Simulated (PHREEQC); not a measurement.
Dissolve 0.027 mol/kgw NH4HF2, 0.0033 mol/kgw (NH4)2SiF6, 0.058 mol/kgw H2SO4 and 0.054 mol/kgw HCl at 25 °C. Closed to the air; pH follows from the charge balance.

All values are PHREEQC results (ion-association model, wateq4f.dat), not measurements.

This is a speciation only: nothing precipitates in the calculation.

**Question.** Order these S species by the share of S that they hold, largest first: HSO4-, NH4SO4-, SO4-2.

**Answer.** HSO4- (75 %), SO4-2 (22 %), NH4SO4- (2.9 %)

The pH is 1.09 and the ionic strength 0.148 mol/kgw. wateq4f.dat counts part of the HF as a dimer, H2F2, which phreeqc.dat doesn't know; its constant is uncertain. SiF6-2 is the database's only silicon fluoride.
